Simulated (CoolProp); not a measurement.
Computed with CoolProp (reference Helmholtz-energy equation of state, Outcalt 1996). It is a modified Benedict-Webb-Rubin equation, recast in Helmholtz form.

**Question.** Give the vapour pressure (MPa), enthalpy of vaporisation (kJ/kg), vapour Z, vapour viscosity (µPa s) of saturated R152A at 235.4, 278.1 K.

**Answer.** 
```tsv
T (K)	p (MPa)	enthalpy of vaporisation (kJ/kg)	vapour Z	vapour viscosity (µPa s)
235.4	0.0530	342	0.972	8.73
278.1	0.314	302	0.909	10.4
```

Viscosity comes from a separate model (Bell 2016), an estimate that may be off by 10 % or more.
